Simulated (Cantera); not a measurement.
Charge: 1 mol SiH4, 0.37 mol HCl, 14 mol H2, equilibrated at 948 K.

Equilibrium computed with Cantera from the NASA thermochemical tables; the gas is ideal and each condensed phase is pure. Candidate condensed phases: Si; 19 gas species. The tables' values for SiCl3 are old estimates; treat these amounts as uncertain. Kinetics and transport are ignored.

x: gas mole fraction; n: condensed amount in mol.

```
P (Pa)   x H2    x HCl  x SiHCl3  x SiCl4  x SiH2Cl2   x SiCl2  n Si(s)
------  -----  -------  --------  -------  ---------  --------  -------
100     0.983   0.0146  0.000431      [?]    1.32e-5  0.000331    0.962
300     0.985   0.0120  0.000712      [?]    2.66e-5  0.000222    0.951
880     0.987  0.00959   0.00107      [?]    5.00e-5  0.000142    0.940
2600    0.988  0.00749   0.00150  0.00253    9.02e-5   8.65e-5    0.930
7700    0.989  0.00575   0.00200  0.00259   0.000157   5.09e-5    0.921
23000   0.990  0.00433   0.00256  0.00249   0.000267   2.89e-5    0.912
68000   0.991  0.00323   0.00313      [?]   0.000438   1.60e-5    0.904
200000  0.991  0.00238   0.00367      [?]   0.000698   8.68e-6    0.896
```

Question: What belongs in the gaps?

Answer: 
- 100, x SiCl4: 0.00142
- 300, x SiCl4: 0.00192
- 880, x SiCl4: 0.00230
- 68000, x SiCl4: 0.00227
- 200000, x SiCl4: 0.00196
